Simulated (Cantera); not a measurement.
What does this Cantera script print?

```python
import numpy as np
import cantera as ct

gas_names = """
    Mg MgN MgO Mg2 N NO NO2 NO3 N2 N2O O O2 O3
""".split()
cond_names = """
    Mg(cr) Mg(L) MgO(s) MgO(L)
""".split()


def load(file, names, dense=False):
    # The tables refer to 1 bar. Condensed volumes are neglected.
    table = {s.name: s for s in ct.Species.list_from_file(file)}
    out = []
    for n in names:
        d = dict(table[n].input_data)
        d["thermo"] = dict(d["thermo"], **{"reference-pressure": 1e5})
        if dense:
            d["equation-of-state"] = {"model": "constant-volume", "density": "1e6 g/cm^3"}
        out.append(ct.Species.from_dict(d))
    return out


gas = ct.Solution(thermo="ideal-gas", species=load("nasa_gas.yaml", gas_names))
cond = {s.name: ct.Solution(thermo="fixed-stoichiometry", species=[s], name=s.name)
        for s in load("nasa_condensed.yaml", cond_names, dense=True)}
atoms = {
    'MgO': {'Mg': 1, 'O': 1},
    'N2': {'N': 2},
}
top_T = {}  # K; cautious upper limits of use, not melting points


def equilibrate(T, P, feed):
    n = {}
    for name, mol in feed.items():
        for a, k in atoms[name].items():
            n[a] = n.get(a, 0.0) + k * mol
    gas.TPX = T, P, n
    mass = sum(n.values()) * gas.mean_molecular_weight
    gas.equilibrate("TP")
    valid = [c for c in cond.values() if c.min_temp <= T <= top_T.get(c.name, c.max_temp)]
    mix = ct.Mixture([(gas, mass / gas.mean_molecular_weight)] + [(c, 0.0) for c in valid])
    mix.T, mix.P = T, P
    mix.equilibrate("TP", solver="vcs", rtol=1e-11, max_steps=5000)
    return mix


results = []
feed = {'MgO': 1, 'N2': 0.37}  # mol
P = 16  # Pa
for T in [1473, 1623, 1773, 1923, 2073, 2223, 2373, 2523, 2673, 2823, 2973]:
    mix = equilibrate(T, P, feed)
    results.append((T, P, feed, dict(zip(mix.species_names, mix.species_moles))))

top = {s: max(r[3][s] / sum(r[3][g] for g in gas_names) for r in results) for s in gas_names}
cols = sorted((s for s in top if top[s] > 0.0001), key=lambda s: -top[s])[:5]
seen = [c for c in cond_names if any(r[3].get(c, 0) > 1e-12 for r in results)]
print("log10 of partial pressures in bar; condensed amounts in mol")
print(f"{'T/K':>10s}" + "".join(f"{s[:9]:>10s}" for s in cols + seen))
for T, P, feed, n in results:
    ng = sum(n[g] for g in gas_names)
    print(f"{T:10.4g}" + "".join(f"{np.log10(max(n[s] / ng * P / 1e5, 1e-99)):10.3f}" for s in cols)
          + "".join(f"{n.get(c, 0):10.4g}" for c in seen))
```

Result:

```
log10 of partial pressures in bar; condensed amounts in mol
       T/K        N2        Mg         O        O2        NO    MgO(s)
      1473    -3.796    -9.775   -10.970   -10.831    -9.894         1
      1623    -3.796    -8.303    -9.203    -8.965    -8.661         1
      1773    -3.796    -7.026    -7.796    -7.537    -7.698    0.9998
      1923    -3.801    -5.927    -6.633    -6.383    -6.913    0.9972
      2073    -3.845    -4.981    -5.648    -5.417    -6.272    0.9728
      2223    -4.322    -4.164    -4.800    -4.589    -5.941    0.4655
      2373    -4.555    -4.120    -4.470    -4.689    -5.972         0
      2523    -4.582    -4.145    -4.293    -5.006    -6.024         0
      2673    -4.597    -4.161    -4.214    -5.443    -6.144         0
      2823    -4.603    -4.167    -4.186    -5.920    -6.291         0
      2973    -4.604    -4.169    -4.177    -6.381    -6.437         0
```

Method: chemical equilibrium by Gibbs-energy minimisation in Cantera with the NASA 1993 tables (ideal gas, pure condensed phases).
